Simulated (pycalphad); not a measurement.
Source of the numbers: pycalphad with the COST 507 light-alloy database (1999); pressure 1 atm. The database dates from 1999; later assessments differ in places, in temperatures and in the compounds included. Not assessed as a whole: an extrapolation from subsystems, which can miss ternary compounds. Amounts are mole fractions of atoms. Kinetics are ignored, which matters at the lower temperatures.

Question: Give the equilibrium state of Ti-0.3238V-2.059Si (wt.%) at 1850 K.

Answer: LIQUID, fraction 0.635, with 0.35 V, 3.0 Si wt.%; BCC_A2, fraction 0.365, with 0.28 V, 0.39 Si wt.%.

Question: Give the equilibrium state of Ti-0.3238V-2.059Si (wt.%) at 650 K.

Answer: HCP_A3, fraction 0.872, with 0.37 V, 0.18 Si wt.%; SITI3, fraction 0.128, with no V, 16.4 Si wt.%.

Database names, with the compositions (at.%) that they take in these runs: SITI3: Ti 75 Si 25. BCC_A2 is bcc; HCP_A3 is hcp. An entry "none" or "no" means that the model of the phase leaves that element out.
